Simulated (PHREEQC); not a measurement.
Synthetic water in mg/kgw, 90 °C, pH 5.87, pe -1.5: Na 3590; K 22.2; Ca 684; Mg 481; Cl 7810; S(6) as SO4 595; Alkalinity as HCO3 45.3; Zn 125; Li 8.54.

Cl is adjusted to close the charge balance.
Valence states are taken as typed.

The numbers come from PHREEQC with the ion-association model, phreeqc.dat.

ionic strength: 0.264 mol/kgw
activity of water: 0.993
specific conductance: 58600 µS/cm
density: 0.975 g/cm³

```json
[
 {"species": "Cl-", "molality": "0.221", "activity": "0.146", "log γ": "-0.180"},
 {"species": "Na+", "molality": "0.155", "activity": "0.109", "log γ": "-0.154"},
 {"species": "Mg+2", "molality": "0.0173", "activity": "0.00477", "log γ": "-0.561"},
 {"species": "Ca+2", "molality": "0.0164", "activity": "0.00414", "log γ": "-0.598"},
 {"species": "SO4-2", "molality": "0.00256", "activity": "0.000571", "log γ": "-0.653"},
 {"species": "MgSO4", "molality": "0.00237", "activity": "0.00252", "log γ": "0.026"},
 {"species": "CO2", "molality": "0.00125", "activity": "0.00133", "log γ": "0.026"},
 {"species": "Li+", "molality": "0.00123", "activity": "0.000875", "log γ": "-0.147"},
 {"species": "ZnCl+", "molality": "0.000988", "activity": "0.000657", "log γ": "-0.177"},
 {"species": "Zn+2", "molality": "0.000697", "activity": "0.000159", "log γ": "-0.642"},
 {"species": "NaSO4-", "molality": "0.000625", "activity": "0.000438", "log γ": "-0.155"}
]
```

No solid was allowed to form. Complexes and solids missing from the database can't appear. At this temperature some constants are extrapolated from 25 °C, and those without enthalpy data are left unchanged.
